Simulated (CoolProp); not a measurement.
Vapour-liquid equilibrium of cyclohexane (1) + toluene (2) at 62.25 °C; x and y are mole fractions of (1).

The numbers come from the multi-fluid Helmholtz-energy mixture model, Zhou 2014 and Lemmon 2006; pair parameters Bell 2016 in CoolProp.

**Question.** Give the bubble pressure and the first vapour's composition at x = 0.125, 0.425, 0.5. Is there an azeotrope?

**Answer.** x = 0.125: 0.02672 MPa, y = 0.331; x = 0.425: 0.03903 MPa, y = 0.681; x = 0.5: 0.04158 MPa, y = 0.733. No azeotrope shows between x = 0.05 and 0.95.

The pair parameters rest on a limited set of measurements; away from them the model extrapolates.
